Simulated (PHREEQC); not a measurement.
A made-up water analysis in mmol/kgw, 44 °C, pH 8.18, pe 12.5:

```json
[
 {"constituent": "Na", "mmol/kgw": "16.3"},
 {"constituent": "K", "mmol/kgw": "0.0384"},
 {"constituent": "Ca", "mmol/kgw": "1.77"},
 {"constituent": "Mg", "mmol/kgw": "0.0766"},
 {"constituent": "Cl", "mmol/kgw": "9.72"},
 {"constituent": "S(6)", "mmol/kgw": "0.557"},
 {"constituent": "Alkalinity (meq/kgw)", "mmol/kgw": "8.53"},
 {"constituent": "O(0) (counted as O atoms)", "mmol/kgw": "0.0187"},
 {"constituent": "F", "mmol/kgw": "0.00378"},
 {"constituent": "Zn", "mmol/kgw": "0.00273"},
 {"constituent": "Cu(2)", "mmol/kgw": "0.375"},
 {"constituent": "B", "mmol/kgw": "0.00493"}
]
```

Cl is adjusted to close the charge balance.
Valence states are taken as typed.

Equilibrium calculation in PHREEQC: ion-association model, wateq4f.dat.

Problem. The ionic strength comes out as 0.0216 mol/kgw. What activity coefficients do MgHCO3+, Cu(CO3)2-2, Cl-, Na+, SO4-2 get?

Solution. MgHCO3+ 0.86, Cu(CO3)2-2 0.55, Cl- 0.86, Na+ 0.86, SO4-2 0.56.

No solid was allowed to form. Examples of supersaturated solids here: Malachite, Cu(OH)2. Others may be too. At this temperature some constants are extrapolated from 25 °C, and those without enthalpy data are left unchanged. Real BF4- forms and hydrolyses slowly; the run takes it at equilibrium. The database's constant for dissolved Cu(OH)2 is higher than later reviews accept. The database's zinc carbonate complexes are estimates, stronger than later reviews accept.
